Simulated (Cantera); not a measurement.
An isothermal, constant-pressure homogeneous reactor starts with CH4 : H2 = 0.0033 : 1 (molar parts), at 1798 K and 20.0 Torr. Integrator tolerance rtol = 1e-08.

Cantera simulation using GRI-Mech 3.0 (53 species, 325 reactions); the numbers are that mechanism's predictions, not measurements. GRI-Mech 3.0 stops at C3 and has no aromatics, soot or wall deposition, so with more carbon than oxygen in the feed, carbon stays in small species such as C2H2 where larger ones or solid carbon would form. Radical loss at walls, strong at low pressure, is not modelled.

Task: What does this change do: CH4 0.0033 to 0.011 parts?

Result: 
| quantity | before | after |
|---|---|---|
| x(CH4) at 6.00 s | 0.000408 (gas-phase equilibrium 6.22e-5) | 0.000450 (gas-phase equilibrium 0.000113) |
| x(H2) at 6.00 s | 0.996 (gas-phase equilibrium 0.996) | 0.992 (gas-phase equilibrium 0.992) |
| x(H) at 6.00 s | 0.00216 (gas-phase equilibrium 0.00217) | 0.00215 (gas-phase equilibrium 0.00216) |
| x(C2H) at 6.00 s | 2.67e-8 (gas-phase equilibrium 3.03e-8) | 9.68e-8 (gas-phase equilibrium 1.00e-7) |
| x(C2H4) at 6.00 s | 9.17e-7 (gas-phase equilibrium 1.00e-6) | 3.23e-6 (gas-phase equilibrium 3.31e-6) |
